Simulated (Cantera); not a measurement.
What does this Cantera script print?

```python
import numpy as np
import cantera as ct

gas_names = """
    H H2 N NH NH2 NH3 N2 N2H2 N2H4 Pb Pb2
""".split()
cond_names = """
    Pb(cr) Pb(L)
""".split()


# ... load() reads the species with a 1 bar reference pressure and builds the phases ...
atoms = {
    'Pb': {'Pb': 1},
    'NH3': {'N': 1, 'H': 3},
    'N2': {'N': 2},
}
top_T = {}  # K; cautious upper limits of use, not melting points


# ... equilibrate(T, P, feed) seeds the gas with the atoms and calls Mixture.equilibrate('TP', solver="vcs", rtol=1e-11, max_steps=5000) ...
results = []
feed = {'Pb': 1, 'NH3': 1.1, 'N2': 15}  # mol
T = 1575  # K
P = 1200  # Pa
mix = equilibrate(T, P, feed)
results.append((T, P, feed, dict(zip(mix.species_names, mix.species_moles))))
x = sorted(zip(gas.X, gas.species_names), reverse=True)
print(f"T = {T:g} K  P = {P:g} Pa  gas = {mix.phase_moles(0):.4g} mol")
print("   x: " + "  ".join(f"{s} {v:.3e}" for v, s in x if v > 0.0001))
print("   condensed (mol): " + ("  ".join(f"{mix.phase(i).name} {mix.phase_moles(i):.4g}"
      for i in range(1, mix.n_phases) if mix.phase_moles(i) > 1e-12) or "none"))
```

Output:

```
T = 1575 K  P = 1200 Pa  gas = 18.2 mol
   x: N2 8.543e-01  H2 9.060e-02  Pb 5.494e-02  H 1.142e-04
   condensed (mol): none
```

Equilibrium computed with Cantera from the NASA thermochemical tables; the gas is ideal and each condensed phase is pure.
